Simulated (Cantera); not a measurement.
An adiabatic, constant-pressure homogeneous reactor starts with 3.35 % CO, 0.876 % H2, 1.60 % CH4, 15.4 % O2, 57.7 % N2, 21.1 % H2O, equivalence ratio 0.35, at 1550 K and 1430 Torr.

Computed with Cantera and GRI-Mech 3.0 (53 species, 325 reactions).

### Question
Predict: time of steepest temperature rise; temperature at 1.00 s; equilibrium temperature; x(CO) at 1.00 s; x(H2) at 1.00 s; x(H2O) at 1.00 s.

### Answer
```
Item                                                                   Value
---------------------------------  -----------------------------------------
time of steepest temperature rise                                    86.4 µs
temperature at 1.00 s                                                 2124 K
equilibrium temperature                                               2123 K
x(CO) at 1.00 s                    0.000407 (gas-phase equilibrium 0.000404)
x(H2) at 1.00 s                    0.000412 (gas-phase equilibrium 0.000410)
x(H2O) at 1.00 s                         0.254 (gas-phase equilibrium 0.254)
```
